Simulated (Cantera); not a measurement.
Reactions in the system Cl-Li-O

Cantera with NASA thermochemical tables; ideal gases at 1 bar, condensed phases pure. Values are per mole of reaction as written; species without (g) are pure solids or liquids, kept so even where they would boil at 1 bar.

Li₂O + 2 Cl(g) = 2 LiCl + O(g)

```
T (K)  ΔH° (kJ)  ΔS° (J/K)  ΔG° (kJ)  log10 K
-----  --------  ---------  --------  -------
725      -205.2      -75.7    -150.3    10.83
750      -204.8      -75.2    -148.4    10.34
775      -204.5      -74.7    -146.6     9.88
800      -204.1      -74.2    -144.7     9.45
825      -203.7      -73.8    -142.8     9.04
```
